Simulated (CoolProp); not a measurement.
Cyclopentane at several states: density (kg/m³) from the reference equation and from simpler models built on Tc = 511.7 K, pc = 4583 kPa, ω = 0.202; each cubic takes its own stable root.

The numbers come from the reference Helmholtz-energy equation of state, Gedanitz 2015 in CoolProp.

```
T (K)  p (kPa)   phase  reference
-----  -------  ------  ---------
404.3     19.6     gas     0.4102
216        615  liquid      817.4
437.2    13400  liquid      613.0
```

Question: How far does each simpler model (van der Waals, Redlich-Kwong, Peng-Robinson) lie from the reference over these 3 states: mean and median of the absolute difference, and the worst?

Answer: 
- van der Waals: mean 22.5 %, median 30.5 %, worst -36.8 % at 216 K and 615 kPa
- Redlich-Kwong: mean 4.1 %, median 5.9 %, worst -6.3 % at 437.2 K and 13400 kPa
- Peng-Robinson: mean 4.6 %, median 6.4 %, worst +7.5 % at 437.2 K and 13400 kPa
